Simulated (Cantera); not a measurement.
## Hydrocarbon pyrolysis for carbon deposition

An isothermal, constant-pressure homogeneous reactor starts with 66.2 % C₂H₆, 33.8 % N₂, at 1325 K and 1.00 bar.

Detailed kinetics in Cantera: GRI-Mech 3.0 (53 species, 325 reactions). GRI-Mech 3.0 stops at C3 and has no aromatics, soot or wall deposition, so with more carbon than oxygen in the feed, carbon stays in small species such as C2H2 where larger ones or solid carbon would form.

```csv
t (s),x C₂H₆,x C₂H₂,x H₂,x CH₃,x CH₄,x C₂H
2.00e-5,0.659,2.98e-7,0.00153,0.000209,0.000575,<1e-12
0.000112,0.607,0.000137,0.0282,0.000320,0.00573,2.76e-11
0.000632,0.374,0.00346,0.148,0.000262,0.0319,1.55e-10
0.00356,0.0433,0.0282,0.320,0.000101,0.0866,6.34e-10
0.0200,0.00351,0.0810,0.365,3.04e-5,0.100,6.56e-10
0.112,0.00215,0.150,0.393,2.67e-5,0.118,9.22e-10
0.632,0.00152,0.163,0.359,2.63e-5,0.171,6.93e-10
3.56,0.00101,0.161,0.289,2.44e-5,0.258,4.24e-10
20.0,0.000722,0.160,0.238,2.21e-5,0.320,3.07e-10
```
x: mole fraction; the columns are a selection and need not sum to one.

Equilibrium at this temperature and pressure: C₂H₆ 0.000647, C₂H₂ 0.136, H₂ 0.244, CH₃ 2.10e-5, CH₄ 0.319, C₂H 2.49e-10 (gas phase only).
